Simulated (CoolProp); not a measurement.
The numbers come from the reference Helmholtz-energy equation of state, Lemmon 2005 in CoolProp. It is a short technical equation, of lower accuracy than the large ones.

Q: For trans-2-butene, give the phase and the cp (kJ/(kg K)) at 525 K and 0.198 MPa; 525 K and 10.6 MPa; 525 K and 25.8 MPa.

A: 
- 525 K and 0.198 MPa: gas; cp 2.38
- 525 K and 10.6 MPa: supercritical; cp 3.50
- 525 K and 25.8 MPa: supercritical; cp 3.01
